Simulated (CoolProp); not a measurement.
A closed Brayton cycle with carbon dioxide: compressor inlet 329.15 K and 9.6 MPa, high pressure 29.8 MPa, turbine inlet 865 K, compressor efficiency 0.8, turbine efficiency 0.93, recuperator effectiveness 0.8 (on enthalpy, no pinch check). Each further row changes one setting.

Computed with CoolProp (reference Helmholtz-energy equation of state, Span 1996).

```csv
case,thermal efficiency (%),net work (kJ/kg),compressor to turbine work,compressor exit (K),turbine exit (K)
as stated,[?],99.5,0.38,419.3,721.2
turbine inlet 815 K,29.9,[?],0.41,419.3,676.3
compressor inlet 339.15 K,29.9,90.6,[?],439.8,721.2
high pressure 25.3 MPa,29.8,89.1,0.36,[?],741.3
recuperator effectiveness 0.5,23.4,99.5,0.38,419.3,721.2
```

Question: Some entries are withheld; supply them.

Answer: 
- as stated, thermal efficiency (%): 31.2
- turbine inlet 815 K, net work (kJ/kg): 88.9
- compressor inlet 339.15 K, compressor to turbine work: 0.44
- high pressure 25.3 MPa, compressor exit (K): 405.7
